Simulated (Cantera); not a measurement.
A closed system holds: 1 mol BF₃, 0.17 mol O₂, at 2375 K and 0.00133 bar.

These are equilibrium values from Cantera (NASA tables, ideal gas, pure condensed phases), not measurements of a reactor. Candidate condensed phases: B, B₂O₃; 21 gas species. The tables' values for BF₂ are old estimates; treat these amounts as uncertain. Kinetics and transport are ignored.

Base state: BF₃ 0.470, F 0.326, BOF 0.161, O 0.0251, O₂ 0.0146, BF₂ 0.00304, BOF₂ 0.000248, BO₂ 1.43e-5 (mole fractions); condensed: gas only.

### Question
What changes in the equilibrium state with this change: temperature from 2375 K to 1075 K?

### Answer
| species | before | after |
|---|---|---|
| BF₃ | 0.470 | 0.855 |
| O₂ | 0.0146 | 0.145 |
| F | 0.326 | 3.68e-7 |
| BOF | 0.161 | 1.47e-7 |
| O | 0.0251 | 1.37e-8 |
| BF₂ | 0.00304 | <1e-9 |
| BO₂ | 1.43e-5 | <1e-9 |

### Question
What changes in the equilibrium state with this change: pressure from 0.00133 bar to 0.000210 bar?

### Answer
```json
[
 {"species": "F", "before": "0.326", "after": "0.398"},
 {"species": "BF₃", "before": "0.470", "after": "0.387"},
 {"species": "BOF", "before": "0.161", "after": "0.192"},
 {"species": "O₂", "before": "0.0146", "after": "0.000269"},
 {"species": "BF₂", "before": "0.00304", "after": "0.0130"},
 {"species": "O", "before": "0.0251", "after": "0.00858"},
 {"species": "BF", "before": "7.15e-6", "after": "0.000159"},
 {"species": "BO", "before": "8.39e-6", "after": "5.20e-5"},
 {"species": "BOF₂", "before": "0.000248", "after": "5.70e-5"},
 {"species": "BO₂", "before": "1.43e-5", "after": "4.78e-6"}
]
```
